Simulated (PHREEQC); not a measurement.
Consider water at 25 °C with 0.91 mol/kgw NaBr, 0.65 mol/kgw CaCl2 and 0.3 mol/kgw LiCl. Closed to the air; pH follows from the charge balance.

The numbers come from PHREEQC with the Pitzer model, pitzer.dat.

```tsv
quantity	before	after
SI of Halite (NaCl)	-1.64	-0.54
SI of Portlandite (Ca(OH)2)	-10.39	-10.21
```

Q: Which change was made?
(A) diluted 10-fold with water
(B) NaBr from 0.91 to 1 mol/kgw
(C) NaBr from 0.91 to 4.55 mol/kgw
(D) CaCl2 from 0.65 to 0.13 mol/kgw
(E) diluted 5-fold with water

A: C, NaBr from 0.91 to 4.55 mol/kgw

No solid was allowed to form.
